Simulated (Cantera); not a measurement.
# Reactions in the system C-O

Cantera with NASA thermochemical tables; ideal gases at 1 bar, condensed phases pure. Values are per mole of reaction as written; species without (g) are pure solids or liquids, kept so even where they would boil at 1 bar.

CO2(g) → C + 2 O(g)

| T (K) | ΔH° (kJ) | ΔS° (J/K) | ΔG° (kJ) | log10 K |
|---|---|---|---|---|
| 498 | 894.6 | 121.1 | 834.3 | -87.50 |
| 523 | 894.9 | 121.7 | 831.2 | -83.02 |
| 548 | 895.2 | 122.3 | 828.2 | -78.94 |
| 573 | 895.5 | 122.8 | 825.1 | -75.22 |
| 598 | 895.8 | 123.3 | 822.0 | -71.80 |
| 623 | 896.1 | 123.8 | 818.9 | -68.66 |

O2(g) + 2 CO(g) → 2 CO2(g)

| T (K) | ΔH° (kJ) | ΔS° (J/K) | ΔG° (kJ) | log10 K |
|---|---|---|---|---|
| 498 | -567.3 | -176.6 | -479.4 | 50.28 |
| 523 | -567.3 | -176.7 | -474.9 | 47.43 |
| 548 | -567.3 | -176.7 | -470.5 | 44.85 |
| 573 | -567.3 | -176.7 | -466.1 | 42.49 |
| 598 | -567.3 | -176.6 | -461.7 | 40.33 |
| 623 | -567.2 | -176.5 | -457.3 | 38.34 |
